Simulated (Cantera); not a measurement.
Charge: 1 mol SiCl4, 5.6 mol HCl, 13 mol H2, at 1.00 bar.

These are equilibrium values from Cantera (NASA tables, ideal gas, pure condensed phases), not measurements of a reactor. Candidate condensed phases: Si; 19 gas species. The tables' values for SiCl3 are old estimates; treat these amounts as uncertain. Kinetics and transport are ignored.

log p: log10 of the partial pressure in bar; nothing condenses.

```json
[
 {"T (K)": "573", "log p H2": "-0.18", "log p HCl": "-0.54", "log p SiCl4": "-1.29", "log p SiCl2": "<-12", "log p SiCl3": "-11.63", "log p SiHCl3": "(withheld)"},
 {"T (K)": "773", "log p H2": "-0.18", "log p HCl": "-0.54", "log p SiCl4": "-1.29", "log p SiCl2": "-11.43", "log p SiCl3": "-7.44", "log p SiHCl3": "(withheld)"},
 {"T (K)": "973", "log p H2": "-0.18", "log p HCl": "-0.54", "log p SiCl4": "-1.30", "log p SiCl2": "-7.26", "log p SiCl3": "-5.01", "log p SiHCl3": "(withheld)"},
 {"T (K)": "1173", "log p H2": "-0.18", "log p HCl": "-0.54", "log p SiCl4": "-1.32", "log p SiCl2": "-4.57", "log p SiCl3": "-3.44", "log p SiHCl3": "(withheld)"},
 {"T (K)": "1373", "log p H2": "-0.19", "log p HCl": "-0.53", "log p SiCl4": "-1.40", "log p SiCl2": "-2.77", "log p SiCl3": "-2.42", "log p SiHCl3": "(withheld)"},
 {"T (K)": "1573", "log p H2": "-0.21", "log p HCl": "-0.48", "log p SiCl4": "-1.73", "log p SiCl2": "-1.79", "log p SiCl3": "-1.97", "log p SiHCl3": "(withheld)"},
 {"T (K)": "1773", "log p H2": "-0.22", "log p HCl": "-0.45", "log p SiCl4": "-2.40", "log p SiCl2": "-1.46", "log p SiCl3": "-2.05", "log p SiHCl3": "(withheld)"}
]
```

Question: Some entries are withheld; supply them.

Answer: 
- 573, log p SiHCl3: -5.78
- 773, log p SiHCl3: -4.13
- 973, log p SiHCl3: -3.18
- 1173, log p SiHCl3: -2.59
- 1373, log p SiHCl3: -2.26
- 1573, log p SiHCl3: -2.33
- 1773, log p SiHCl3: -2.80
